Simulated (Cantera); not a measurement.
# Diamond growth

A diamond (100) surface in a fixed gas of H2 with x(CH4) = 0.013, x(H) = 0.00055, x(CH3) = 9e-05, at 1250 K; coverages are run to steady state.

Cantera simulation using the Harris–Goodwin 1993 mechanism for the reconstructed diamond (100) surface; the numbers are that mechanism's predictions, not measurements.

```tsv
P (Pa)	growth (µm/h)	θ c6HH	θ c6H*	θ c6*H	θ c6**	θ c6HM
460	0.0134	0.469	0.0404	0.470	0.0199	3.76e-5
720	0.0252	0.469	0.0403	0.470	0.0198	6.08e-5
1100	0.0444	0.469	0.0403	0.470	0.0198	9.53e-5
1700	0.0773	0.469	0.0403	0.470	0.0197	0.000150
2700	0.138	0.469	0.0403	0.470	0.0197	0.000242
4200	0.238	0.468	0.0403	0.470	0.0197	0.000378
6500	0.415	0.468	0.0403	0.470	0.0197	0.000585
10000	0.734	0.468	0.0403	0.469	0.0196	0.000893
```
θ: site fractions in the mechanism's names (c6HH fully hydrogenated, c6H* and c6*H radical sites, c6** diradical, c6HM methylated).
